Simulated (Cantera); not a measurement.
Input: 1 mol C3H6, 0.067 mol H2O, held at 0.0100 bar.

Method: chemical equilibrium by Gibbs-energy minimisation in Cantera with the NASA 1993 tables (ideal gas, pure condensed phases). Candidate condensed phases: C, C6H6, C7H8, C8H18, H2O; 110 gas species. The numbers say what is thermodynamically allowed, not how fast it happens. All values below are at 1925 °C.

Base state: H2 0.923, H 0.0535, CO 0.0208, C2H2 (acetylene) 0.00234 (mole fractions); condensed: C(graphite).

Q: What changes in the equilibrium state with this change: pressure from 0.0100 bar to 0.00410 bar?

A: 
```tsv
species	before	after
H2	0.923	0.895
H	0.0535	0.0823
CO	0.0208	0.0205
C2H2 (acetylene)	0.00234	0.00227
C(graphite), mol	2.92	2.92
```
